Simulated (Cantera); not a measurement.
A perfectly stirred reactor is fed with 1.28 % CH4, 98.3 % H2, 0.452 % H, at 0.138 atm; it is held at 1450 K, and followed from long to short residence time.

Model: GRI-Mech 3.0 (53 species, 325 reactions), integrated in Cantera. GRI-Mech 3.0 stops at C3 and has no aromatics, soot or wall deposition, so with more carbon than oxygen in the feed, carbon stays in small species such as C2H2 where larger ones or solid carbon would form.

x: mole fraction; the columns are a selection and need not sum to one.

```tsv
τ (s)	x CH4	x H2	x H	x CH2	x C2H4
1.2	0.0121	0.987	6.03e-5	6.95e-10	2.86e-5
0.50	0.0121	0.987	8.80e-5	1.48e-9	3.05e-5
0.21	0.0122	0.987	0.000131	3.29e-9	3.40e-5
0.084	0.0122	0.987	0.000203	7.74e-9	3.86e-5
0.034	0.0123	0.987	[?]	[?]	4.31e-5
0.014	0.0123	0.987	0.000472	4.02e-8	4.61e-5
0.0058	0.0123	0.987	[?]	[?]	4.64e-5
0.0024	0.0123	0.986	0.00104	1.77e-7	4.31e-5
0.00096	0.0123	0.986	0.00150	3.41e-7	3.61e-5
```

Question: Complete the blanks.

Answer: 
- 0.034, x H: 0.000311
- 0.034, x CH2: 1.80e-8
- 0.0058, x H: 0.000705
- 0.0058, x CH2: 8.65e-8
